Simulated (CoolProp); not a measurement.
Values from CoolProp's reference Helmholtz-energy equation of state, Aleksandrov 2011. It is a short technical equation, of lower accuracy than the large ones.

Question: For n-undecane, give the phase and the density (kg/m³), cp (kJ/(kg K)), cv (kJ/(kg K)), speed of sound (m/s) at 305.9 K and 13.1 bar; 433.1 K and 13.1 bar.

Answer: 
- 305.9 K and 13.1 bar: liquid; density 732, cp 2.24, cv 1.83, speed of sound 1240
- 433.1 K and 13.1 bar: liquid; density 633, cp 2.73, cv 2.33, speed of sound 797
